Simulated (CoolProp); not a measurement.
500 sccm (0 °C, 1 atm) of nitrogen bubbles through liquid tetrahydrofuran at 306.5 K and leaves saturated at a total pressure of 0.15 MPa (ideal gas phase). Each further row changes one setting.

Computed with CoolProp (reference Helmholtz-energy equation of state, Fiedler 2023).

| case | vapour pressure (kPa) | mole fraction of vapour | delivery (mg/min) | delivery (sccm) | change of delivery for a bath 1 K warmer (%) |
|---|---|---|---|---|---|
| as stated | 30.8 | 0.206 | 416 | 129 | 5.3 |
| bath temperature 311.5 K | 37.7 | 0.252 | 541 | 168 | 5.4 |
| total pressure 0.3 MPa | 30.8 | 0.103 | 184 | 57.3 | 4.7 |
